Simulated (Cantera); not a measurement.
What does this Cantera script print?

```python
import numpy as np
import cantera as ct

gas_names = """
    CL CLF CLF3 CL2 F F2 H HCL HF H2 H2F2 H3F3 H4F4 H5F5 H6F6 H7F7 Si SiCL SiCL2 SiCL3 SiCL4 SiF SiF2
    SiF3 SiF4 SiH SiHCL3 SiHF3 SiH2 SiH2CL2 SiH2F2 SiH3 SiH3CL SiH3F SiH4 Si2 Si3
""".split()
cond_names = """
    Si(cr) Si(L)
""".split()


# ... load() reads the species with a 1 bar reference pressure and builds the phases ...
atoms = {
    'SiF4': {'Si': 1, 'F': 4},
    'HCl': {'H': 1, 'CL': 1},
    'H2': {'H': 2},
}
top_T = {}  # K; cautious upper limits of use, not melting points


# ... equilibrate(T, P, feed) seeds the gas with the atoms and calls Mixture.equilibrate('TP', solver="vcs", rtol=1e-11, max_steps=5000) ...
results = []
feed = {'SiF4': 1, 'HCl': 0.02, 'H2': 32}  # mol
P = 1333.22  # Pa
for T in [1173, 1198, 1223, 1248, 1273, 1298, 1323, 1348, 1373, 1398, 1423]:
    mix = equilibrate(T, P, feed)
    results.append((T, P, feed, dict(zip(mix.species_names, mix.species_moles))))
    x = sorted(zip(gas.X, gas.species_names), reverse=True)
    print(f"T = {T:g} K  P = {P:g} Pa  gas = {mix.phase_moles(0):.4g} mol")
    print("   x: " + "  ".join(f"{s} {v:.3e}" for v, s in x if v > 0.0001))
    print("   condensed (mol): " + ("  ".join(f"{mix.phase(i).name} {mix.phase_moles(i):.4g}"
          for i in range(1, mix.n_phases) if mix.phase_moles(i) > 1e-12) or "none"))
```

Result:

```
T = 1173 K  P = 1333.22 Pa  gas = 33.03 mol
   x: H2 9.681e-01  SiF4 2.929e-02  HF 1.001e-03  SiHF3 6.814e-04  HCL 6.056e-04  SiF3 2.965e-04
   condensed (mol): none
T = 1198 K  P = 1333.22 Pa  gas = 33.03 mol
   x: H2 9.679e-01  SiF4 2.909e-02  HF 1.204e-03  SiHF3 7.516e-04  HCL 6.056e-04  SiF3 4.196e-04
   condensed (mol): none
T = 1223 K  P = 1333.22 Pa  gas = 33.03 mol
   x: H2 9.677e-01  SiF4 2.885e-02  HF 1.446e-03  SiHF3 8.188e-04  HCL 6.055e-04  SiF3 5.806e-04
   condensed (mol): none
T = 1248 K  P = 1333.22 Pa  gas = 33.03 mol
   x: H2 9.674e-01  SiF4 2.857e-02  HF 1.736e-03  SiHF3 8.816e-04  SiF3 7.860e-04  HCL 6.054e-04
   condensed (mol): none
T = 1273 K  P = 1333.22 Pa  gas = 33.04 mol
   x: H2 9.670e-01  SiF4 2.824e-02  HF 2.081e-03  SiF3 1.042e-03  SiHF3 9.383e-04  HCL 6.053e-04
   condensed (mol): none
T = 1298 K  P = 1333.22 Pa  gas = 33.04 mol
   x: H2 9.666e-01  SiF4 2.785e-02  HF 2.491e-03  SiF3 1.356e-03  SiHF3 9.880e-04  HCL 6.052e-04
   condensed (mol): none
T = 1323 K  P = 1333.22 Pa  gas = 33.05 mol
   x: H2 9.662e-01  SiF4 2.739e-02  HF 2.976e-03  SiF3 1.732e-03  SiHF3 1.030e-03  HCL 6.051e-04
   condensed (mol): none
T = 1348 K  P = 1333.22 Pa  gas = 33.06 mol
   x: H2 9.656e-01  SiF4 2.686e-02  HF 3.546e-03  SiF3 2.174e-03  SiHF3 1.063e-03  HCL 6.049e-04  SiF2 1.347e-04
   condensed (mol): none
T = 1373 K  P = 1333.22 Pa  gas = 33.07 mol
   x: H2 9.649e-01  SiF4 2.624e-02  HF 4.213e-03  SiF3 2.685e-03  SiHF3 1.088e-03  HCL 6.047e-04  SiF2 1.993e-04
   condensed (mol): none
T = 1398 K  P = 1333.22 Pa  gas = 33.08 mol
   x: H2 9.641e-01  SiF4 2.555e-02  HF 4.989e-03  SiF3 3.265e-03  SiHF3 1.103e-03  HCL 6.044e-04  SiF2 2.877e-04
   condensed (mol): none
T = 1423 K  P = 1333.22 Pa  gas = 33.1 mol
   x: H2 9.632e-01  SiF4 2.476e-02  HF 5.883e-03  SiF3 3.914e-03  SiHF3 1.110e-03  HCL 6.041e-04  SiF2 4.059e-04
   condensed (mol): none
```

Method: chemical equilibrium by Gibbs-energy minimisation in Cantera with the NASA 1993 tables (ideal gas, pure condensed phases). The tables' values for SiF3, SiF2 are old estimates; treat these amounts as uncertain.
